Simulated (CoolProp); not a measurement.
Vapour-liquid equilibrium of cyclohexane (1) + m-xylene (2) at 0.811 MPa; x and y are mole fractions of (1).

Computed with CoolProp (multi-fluid Helmholtz-energy mixture model, Zhou 2014 and Zhou 2012; pair parameters Bell 2016).

**Question.** Give the bubble temperature and the first vapour's composition at x = 0.65, 0.75, 0.95. Is there an azeotrope?

**Answer.** x = 0.65: 458.5 K, y = 0.831; x = 0.75: 453.7 K, y = 0.885; x = 0.95: 445.2 K, y = 0.978. No azeotrope shows between x = 0.05 and 0.95.

The pair parameters rest on a limited set of measurements; away from them the model extrapolates.
